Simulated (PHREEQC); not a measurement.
A PHREEQC speciation (ion-association model, wateq4f.dat) at 35 °C gives pH 4.81 and these molalities:

| species | mol/kgw |
|---|---|
| Na+ | 0.277 |
| SO4-2 | 0.139 |
| NaSO4- | 0.0428 |
| CuSO4 | 0.0300 |
| Cu+2 | 0.0219 |
| HSO4- | 8.13e-5 |
| Cu2(OH)2+2 | 4.79e-5 |
| H+ | 2.05e-5 |
| CuOH+ | 5.29e-6 |

Question: What are the element totals, and what could have been dissolved in 1 kg of water to give them?

Answer: One answer among several that fit: totals Cu(2) 0.0520, Na 0.320, S(6) 0.212 mol/kgw, from 0.052 mol/kgw CuSO4 and 0.16 mol/kgw Na2SO4.

Precipitation was switched off in this run. Saturation is exceeded, for instance for Tenorite (slow to form); the values hold only as long as no solid forms. Species that the database lacks are ignored.
